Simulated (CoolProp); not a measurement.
Vapour-liquid equilibrium of R134a (1) + R152A (2) at 455 kPa; x and y are mole fractions of (1).

Values from CoolProp's multi-fluid Helmholtz-energy mixture model, Tillner-Roth 1994 and Outcalt 1996; pair parameters Lemmon 2004.

```csv
x,bubble temperature (°C),y at the bubble point,dew temperature at overall composition x (°C),liquid density (mol/L)
0.05,16.1,0.051,16.1,13.83
0.2,16.0,0.207,16.0,13.51
0.35,15.7,0.366,15.7,13.22
0.5,15.2,0.523,15.3,12.96
0.65,14.6,0.676,14.7,12.73
0.8,13.9,0.822,14.0,12.51
0.95,13.1,0.957,13.1,12.32
```

No azeotrope shows between x = 0.05 and 0.95.

Pair parameters are fitted to limited data, so mixtures are less certain than the pure fluids.
